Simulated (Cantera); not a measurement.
A perfectly stirred reactor is fed with CH₄ : O₂ : N₂ = 1 : 2.33 : 8.74 (molar parts), equivalence ratio 0.86, at 5.00 bar; it is adiabatic with a 600 K inlet, and is followed from long to short residence time, starting on the burning branch (τ in s: 0.027, 0.012, 0.0054, 0.0024, 0.0011, 0.00049, 0.00022, 9.8e-05, 4.4e-05, 2e-05, 8.9e-06).

Computed with Cantera and GRI-Mech 3.0 (53 species, 325 reactions).

Task: What does this change do: pressure from 5.00 bar to 14.0 bar?

Result: 
| quantity | before | after |
|---|---|---|
| blow-out, bracketed by the residence times tried | burning at 20.0 µs, out at 8.90 µs | burning at 20.0 µs, out at 8.90 µs |
| x(CH₄) at τ = 27.0 ms | 2.57e-6 | 1.28e-6 |
| x(O₂) at τ = 27.0 ms | 0.0270 | 0.0262 |
| x(C₂H₄) at τ = 27.0 ms | 1.15e-10 | 3.49e-11 |
| x(C₂H₆) at τ = 27.0 ms | 3.11e-12 | 1.68e-12 |
| x(N₂O) at τ = 27.0 ms | 6.50e-7 | 1.08e-6 |
| x(CH₄) at τ = 0.490 ms | 7.54e-5 | 5.05e-5 |
| x(O₂) at τ = 0.490 ms | 0.0310 | 0.0289 |
| x(C₂H₄) at τ = 0.490 ms | 5.43e-8 | 4.38e-8 |
| x(C₂H₆) at τ = 0.490 ms | 2.07e-9 | 2.35e-9 |
| x(N₂O) at τ = 0.490 ms | 8.60e-7 | 1.38e-6 |
The pressure lies above the range GRI-Mech 3.0 was tuned for (to about 10 atm).
